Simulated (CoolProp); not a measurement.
Values from CoolProp's reference Helmholtz-energy equation of state, Akasaka 2023.

**Question.** For R1224YDZ, give the phase and the density (kg/m³), cv (kJ/(kg K)) at 199.95 °C and 22.2 MPa.

**Answer.** 
- 199.95 °C and 22.2 MPa: supercritical; density 1010, cv 1.01
